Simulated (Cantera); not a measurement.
Silicon epitaxy and polysilicon growth: Si₂H₆ + Cl₂ + H₂

Input: 1 mol Si₂H₆, 0.76 mol Cl₂, 370 mol H₂, equilibrated at 2.00 mbar.

Method: chemical equilibrium by Gibbs-energy minimisation in Cantera with the NASA 1993 tables (ideal gas, pure condensed phases). Candidate condensed phases: Si; 19 gas species. The feed counts by its element totals alone. Gases not in the tables: Si₂H₆ and higher silanes. Rates play no part.

| T (K) | log p H₂ | log p HCl | log p H | log p Si | n Si(s) | n Si(l) |
|---|---|---|---|---|---|---|
| 1398 | -2.70 | -5.10 | -6.68 | -9.11 | 1.98 | 0 |
| 1448 | -2.70 | -5.10 | -6.39 | -8.53 | 1.98 | 0 |
| 1498 | -2.70 | -5.10 | -6.12 | -8.00 | 1.98 | 0 |
| 1548 | -2.70 | -5.10 | -5.86 | -7.50 | 1.97 | 0 |
| 1598 | -2.70 | -5.10 | -5.62 | -7.03 | 1.96 | 0 |
| 1648 | -2.70 | -5.10 | -5.40 | -6.59 | 1.92 | 0 |
| 1698 | -2.70 | -5.10 | -5.19 | -6.18 | 0 | 1.84 |
log p: log10 of the partial pressure in bar; n: condensed amount in mol.

From 1398 K to 1648 K the condensed part is Si(s). At 1698 K the condensed part is Si(l). The main Si-bearing gas is SiCl₂ at 1398 K and Si at 1698 K. The share of Si in condensed phases is highest at 1398 K (99.1 %) and lowest at 1698 K (91.9 %).
